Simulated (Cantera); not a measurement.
Feed: 1 mol C3H6, 0.76 mol O2, 38 mol H2, at 17.0 bar.

Method: chemical equilibrium by Gibbs-energy minimisation in Cantera with the NASA 1993 tables (ideal gas, pure condensed phases). Candidate condensed phases: C, C6H6, C7H8, C8H18, H2O; 131 gas species. Ions and electrons are included (thermal ionisation). Equilibrium is a limit: real reactors are often held back by kinetics, nucleation or transport. All values below are at 2227 °C.

Base state: H2 0.945, CO 0.0357, C2H2 (acetylene) 0.0102, H 0.00593, CH4 0.00228, CH3 0.000257, C2H4 0.000119, C4H2 4.57e-5 (mole fractions); condensed: C(graphite).

Question: What changes in the equilibrium state with this change: pressure from 17.0 bar to 42.0 bar?

Answer: 
```json
[
 {"species": "H2", "before": "0.945", "after": "0.944"},
 {"species": "CO", "before": "0.0357", "after": "0.0359"},
 {"species": "C2H2 (acetylene)", "before": "0.0102", "after": "0.0102"},
 {"species": "CH4", "before": "0.00228", "after": "0.00561"},
 {"species": "H", "before": "0.00593", "after": "0.00377"},
 {"species": "H2O", "before": "1.40e-5", "after": "3.46e-5"},
 {"species": "C2H4", "before": "0.000119", "after": "0.000294"},
 {"species": "C3H4 (propyne)", "before": "5.97e-6", "after": "1.47e-5"},
 {"species": "C(graphite), mol", "before": "0.481", "after": "0.323"}
]
```
The ideal-gas law is rough above about 30 bar.
